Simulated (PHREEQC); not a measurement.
A solution holds 0.022 mol KOH, 0.04 mol KNO3 and 4.7e-05 mol KH2PO4 per kg of water, at 25 °C. Closed to the air; pH follows from the charge balance.

Computed with PHREEQC (ion-association model, phreeqc.dat).

The ionic strength comes out as 0.0622 mol/kgw. What activity coefficients do K+, HPO4-2, OH-, PO4-3, NO3- get?

K+ 0.80, HPO4-2 0.44, OH- 0.80, PO4-3 0.14, NO3- 0.79.

This is a speciation only: nothing precipitates in the calculation.
